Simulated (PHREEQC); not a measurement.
Synthetic water in mmol/kgw, 67 °C, pH 6.7, pe 9.9:

```tsv
constituent	mmol/kgw
Na	0.204
K	0.00482
Ca	0.0884
Mg	0.022
Cl	0.232
S(6)	0.0362
Alkalinity (meq/kgw)	0.136
Si	0.00028
```

Cl is adjusted to close the charge balance.
Valence states are taken as typed.

Equilibrium calculation in PHREEQC: ion-association model, phreeqc.dat.

This is a speciation only: nothing precipitates in the calculation.

### Question
Estimate the specific conductance.

### Answer
specific conductance 107 µS/cm.

### Question
In which forms is C present?

### Answer
HCO3- 72 %, CO2 28 % of the C.

At this temperature some constants are extrapolated from 25 °C, and those without enthalpy data are left unchanged.
